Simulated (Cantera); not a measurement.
Input (Python, Cantera):

```python
import numpy as np
import cantera as ct

surf = ct.Interface("ptcombust.yaml", "Pt_surf")
gas = surf.adjacent["gas"]
gas.TPX = 300, 2300, {'H2': 0.014, 'O2': 0.1, 'N2': 0.79}
jet = ct.ImpingingJet(gas=gas, width=0.04, surface=surf)
jet.inlet.mdot, jet.inlet.T, jet.inlet.X = 0.09, 300, {'H2': 0.014, 'O2': 0.1, 'N2': 0.79}
jet.set_refine_criteria(ratio=10, slope=0.2, curve=0.3)
show, cover = ['H2', 'O2', 'H2O', 'OH'], ["PT(S)", "H(S)", "O(S)", "OH(S)", "CO(S)", "C(S)"]

rows = []
print(f"{'Ts/K':>7s}" + "".join(f"{s:>11s}" for s in show + cover) + "   (gas at the wall, coverages)")
for i, Ts in enumerate([700, 750, 800, 850, 900]):
    jet.surface.T = Ts
    if i == 0:
        surf.TP = Ts, 2300
        surf.coverages = "PT(S):0.5, O(S):0.5"
        surf.advance_coverages(1.0)
        jet.set_initial_guess(products="inlet")
    jet.solve(loglevel=0, auto=(i == 0))
    rows.append([*(jet.X[gas.species_index(s), -1] for s in show), *surf[cover].coverages])
    print(f"{Ts:7g}" + "".join(f"{x:11.3e}" for x in rows[-1]))
```

Result:

```
   Ts/K         H2         O2        H2O         OH      PT(S)       H(S)       O(S)      OH(S)      CO(S)       C(S)   (gas at the wall, coverages)
    700  4.332e-03  9.867e-02  2.148e-02  1.604e-10  8.928e-02  2.479e-09  9.094e-01  1.288e-03 -1.718e-24 -1.676e-32
    750  3.739e-03  9.809e-02  2.247e-02  9.960e-10  1.130e-01  5.422e-09  8.859e-01  1.057e-03 -3.111e-28 -3.172e-36
    800  2.973e-03  9.732e-02  2.379e-02  4.555e-09  1.571e-01  1.358e-08  8.420e-01  9.343e-04  2.137e-17  3.751e-27
    850  2.341e-03  9.670e-02  2.485e-02  1.725e-08  2.159e-01  3.272e-08  7.832e-01  8.354e-04  4.283e-17  2.051e-26
    900  1.903e-03  9.628e-02  2.556e-02  5.429e-08  2.838e-01  7.168e-08  7.155e-01  7.386e-04  1.498e-16  1.063e-26
```

Cantera simulation using Deutschmann's 1995 Pt surface mechanism with GRI-Mech 3.0 gas chemistry; the numbers are that mechanism's predictions, not measurements. Catalytic surfaces can have several steady states; this one follows from the mechanism file's or the stated starting coverage.
